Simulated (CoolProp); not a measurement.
cis-2-butene along the isobar 5.98 bar: density (kg/m³) from the reference equation and from simpler models built on Tc = 435.8 K, pc = 42.36 bar, ω = 0.202; each cubic takes its own stable root.

Computed with CoolProp (reference Helmholtz-energy equation of state, Lemmon 2005). It is a short technical equation, of lower accuracy than the large ones.

```tsv
T (K)	phase	reference
413.3	gas	10.40
421.3	gas	10.16
429.2	gas	9.935
437.2	gas	9.719
445.2	gas	9.514
453.2	gas	9.318
461.2	gas	9.132
469.1	gas	8.956
477.1	gas	8.786
485.1	gas	8.622
493.1	gas	8.465
501.1	gas	8.315
509	gas	8.172
517	gas	8.032
525	gas	7.898
```

**Question.** How far does each simpler model (ideal gas, van der Waals, Soave-Redlich-Kwong, Peng-Robinson) lie from the reference over these 15 states: mean and median of the absolute difference, and the worst?

**Answer.** 
- ideal gas: mean 4.1 %, median 4.0 %, worst -6.1 % at 413.3 K and 5.98 bar
- van der Waals: mean 0.5 %, median 0.4 %, worst -1.3 % at 413.3 K and 5.98 bar
- Soave-Redlich-Kwong: mean 0.1 %, median 0.1 %, worst -0.2 % at 413.3 K and 5.98 bar
- Peng-Robinson: mean 0.4 %, median 0.4 %, worst +0.4 % at 437.2 K and 5.98 bar
